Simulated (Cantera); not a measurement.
Cantera run, input and output.

```python
import numpy as np
import cantera as ct

gas = ct.Solution("gri30.yaml")
gas.TPX = 1423, 39000, {'CH4': 1.3, 'CO2': 1.4}
reactor = ct.IdealGasConstPressureReactor(gas, energy="off", clone=False)
net = ct.ReactorNet([reactor])
net.rtol, net.atol = 1e-08, 1e-18
show = ['CH4', 'CO2', 'HO2', 'H', 'H2', 'C2H', 'HCO']
times = np.geomspace(8e-06, 9, 10)

steps = ct.SolutionArray(gas, extra=["t"])
rows = []
print(f"{'t/s':>10s}{'T/K':>9s}{'P/Pa':>11s}" + "".join(f"{s:>11s}" for s in show))
for t in times:
    while net.time < t:
        t_next = net.step()
        steps.append(gas.state, t=t_next)
    rows.append([np.interp(t, steps.t, y) for y in (steps.T, steps.P, *steps(*show).X.T)])
    print(f"{t:10.3e}{rows[-1][0]:9.1f}{rows[-1][1]:11.4g}" + "".join(f"{x:11.3e}" for x in rows[-1][2:]))
rate = np.gradient(steps.T, steps.t)
print("integrator steps:", len(steps.t))
if steps.T.max() > steps.T[0] + 200:
    print(f"time of steepest temperature rise: {steps.t[rate.argmax()]:.4e} s")
gas.TPX = 1423, 39000, {'CH4': 1.3, 'CO2': 1.4}
gas.equilibrate("TP")
print(f"equilibrium (TP): T = {gas.T:.1f} K  " + "  ".join(f"{s} {gas[s].X[0]:.3e}" for s in show))
```

Output:

```
       t/s      T/K       P/Pa        CH4        CO2        HO2          H         H2        C2H        HCO
 8.000e-06   1423.0    3.9e+04  4.815e-01  5.185e-01  1.549e-19  7.888e-09  1.757e-07  4.932e-28  8.228e-19
 3.762e-05   1423.0    3.9e+04  4.815e-01  5.185e-01  6.783e-19  7.890e-09  8.550e-07  2.857e-24  5.438e-18
 1.769e-04   1423.0    3.9e+04  4.815e-01  5.185e-01  1.870e-18  7.938e-09  4.058e-06  9.529e-21  4.196e-16
 8.320e-04   1423.0    3.9e+04  4.814e-01  5.185e-01  1.895e-18  8.777e-09  1.981e-05  2.642e-17  1.266e-13
 3.913e-03   1423.0    3.9e+04  4.813e-01  5.185e-01  1.927e-18  1.165e-08  1.105e-04  8.173e-15  5.776e-12
 1.840e-02   1423.0    3.9e+04  4.803e-01  5.184e-01  3.109e-18  2.349e-08  6.939e-04  2.436e-13  6.312e-11
 8.653e-02   1423.0    3.9e+04  4.735e-01  5.168e-01  1.302e-17  1.183e-07  5.983e-03  1.228e-11  2.066e-10
 4.070e-01   1423.0    3.9e+04  4.377e-01  5.017e-01  7.774e-17  5.455e-07  3.813e-02  1.893e-10  1.806e-10
 1.914e+00   1423.0    3.9e+04  3.281e-01  4.232e-01  3.225e-16  1.413e-06  1.111e-01  7.507e-10  1.696e-10
 9.000e+00   1423.0    3.9e+04  1.280e-01  1.942e-01  4.066e-16  2.765e-06  1.656e-01  2.099e-09  5.704e-10
integrator steps: 1225
equilibrium (TP): T = 1423.0 K  CH4 7.435e-06  CO2 5.993e-03  HO2 4.607e-19  H 7.401e-06  H2 4.777e-01  C2H 1.423e-17  HCO 3.237e-09
```

Model: GRI-Mech 3.0 (53 species, 325 reactions), integrated in Cantera.
